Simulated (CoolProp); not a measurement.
Vapour-liquid equilibrium of CH2F2 (R32) (1) + propylene (2) at 78.2 kPa; x and y are mole fractions of (1).

The numbers come from the multi-fluid Helmholtz-energy mixture model, Tillner-Roth 1997 and Lemmon 2013; pair parameters Bell 2016 in CoolProp.

```
x     bubble temperature, mixture model (°C)  bubble temperature, Raoult's law (°C)  y, mixture model  y, Raoult's law
----  --------------------------------------  -------------------------------------  ----------------  ---------------
0.05                                   -57.4                                  -53.4             0.221            0.059
0.2                                    -62.8                                  -54.0             0.469            0.230
0.35                                   -64.1                                  -54.5             0.537            0.391
0.5                                    -64.3                                  -55.0             0.557            0.544
0.65                                   -64.3                                  -55.5             0.564            0.688
0.8                                    -63.9                                  -56.0             0.593            0.826
0.95                                   -60.4                                  -56.5             0.780            0.957
```

The largest gap from Raoult's law is -9.6 K in bubble temperature, at x = 0.35. y crosses x between x = 0.5 and 0.65: the model has an azeotrope there.

Pair parameters are fitted to limited data, so mixtures are less certain than the pure fluids.
